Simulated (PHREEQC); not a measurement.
Solution A (8.9 mmol/kgw CdCl2, 0.56 mmol/kgw NaCl and 0.43 mmol/kgw MnSO4) is mixed with solution B (24 mmol/kgw LiBr and 140 mmol/kgw CdCl2) at 50 °C; shares are by mass of water, 1 kg in all. No oxygen is let in. No CO2 enters from the air. Only these solids could form: Pyrochroite, Halite, Cd(OH)2.

All values are PHREEQC results (ion-association model, phreeqc.dat), not measurements.

| share of solution B | pH | Mn+2 (mol/kgw) | SO4-2 (mol/kgw) | CdCl+ (mol/kgw) | CdBr+ (mol/kgw) |
|---|---|---|---|---|---|
| 0 | 5.74 | 0.000406 | 0.000280 | 0.00384 | 0 |
| 0.1 | 5.56 | 0.000360 | 0.000239 | 0.0118 | 0.000791 |
| 0.2 | 5.48 | 0.000315 | 0.000211 | 0.0201 | 0.00172 |
| 0.4 | 5.37 | 0.000230 | 0.000159 | 0.0364 | 0.00371 |
| 0.5 | 5.34 | 0.000190 | 0.000133 | 0.0443 | 0.00472 |
| 0.6 | 5.31 | 0.000150 | 0.000107 | 0.0520 | 0.00575 |
| 0.8 | 5.26 | 7.38e-5 | 5.38e-5 | 0.0669 | 0.00781 |
| 0.9 | 5.25 | 3.66e-5 | 2.70e-5 | 0.0741 | 0.00884 |
| 1 | 5.23 | 0 | 0 | 0.0811 | 0.00988 |

Species that the database lacks are ignored. Away from 25 °C the constants follow the database's enthalpies or fits; those with neither stay at their 25 °C values.
